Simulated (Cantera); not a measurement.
Input: 1 mol SiH2Cl2, 11 mol NH3, equilibrated at 1225 K and 3.80 mbar.

Cantera equilibrium calculation (NASA polynomials, part measured and part estimated; ideal gas, pure solids and liquids). Candidate condensed phases: NH4Cl, Si, Si3N4; 28 gas species. The numbers say what is thermodynamically allowed, not how fast it happens.

Base state: H2 0.707, N2 0.207, HCl 0.0856, SiCl2 4.59e-5 (mole fractions); condensed: Si3N4(s).

Task: What changes in the equilibrium state with this change: SiH2Cl2 replaced by trisilylamine?

Result: 
| species | before | after |
|---|---|---|
| H2 | 0.707 | 0.840 |
| N2 | 0.207 | 0.160 |
| HCl | 0.0856 | 0 |
| SiCl2 | 4.59e-5 | 0 |
| Si3N4(s), mol | 0.333 | 1.00 |
The feed counts by its element totals alone.
